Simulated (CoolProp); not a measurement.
Water at 451.03 K and 1.59 MPa is throttled through a valve to 0.594 MPa with no heat exchange. Each further row changes one setting.

Values from CoolProp's reference Helmholtz-energy equation of state, Wagner 2002.

| case | temperature change (K) | final phase | final density (kg/m³) |
|---|---|---|---|
| as stated | … | … | 71.0 |
| outlet pressure 0.178 MPa | … | … | … |
| outlet pressure 0.772 MPa | -8.9 | two-phase, vapour fraction 0.019 | … |

Question: Some entries are withheld; supply them.

Answer: 
- as stated, temperature change (K): -19.4
- as stated, final phase: two-phase, vapour fraction 0.041
- outlet pressure 0.178 MPa, temperature change (K): -61.3
- outlet pressure 0.178 MPa, final phase: two-phase, vapour fraction 0.120
- outlet pressure 0.178 MPa, final density (kg/m³): 8.39
- outlet pressure 0.772 MPa, final density (kg/m³): 170
